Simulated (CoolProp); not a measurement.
Vapour-liquid equilibrium of dimethyl ether (1) + R236FA (2) at -67.15 °C; x and y are mole fractions of (1).

Values from CoolProp's multi-fluid Helmholtz-energy mixture model, Wu 2011 and Pan 2012; pair parameters Bell 2016.

```tsv
x	bubble pressure, mixture model (MPa)	bubble pressure, Raoult's law (MPa)	y, mixture model	y, Raoult's law
0.05	0.002206	0.002546	0.079	0.201
0.2	0.002535	0.003758	0.347	0.544
0.35	0.003185	0.004971	0.614	0.720
0.5	0.004296	0.006184	0.813	0.827
0.65	0.005902	0.007396	0.926	0.899
0.8	0.007833	0.008609	0.977	0.950
0.95	0.009700	0.009822	0.997	0.989
```

The largest gap from Raoult's law is -35.9 % in bubble pressure, at x = 0.35. No azeotrope shows between x = 0.05 and 0.95.

The pair parameters rest on a limited set of measurements; away from them the model extrapolates.
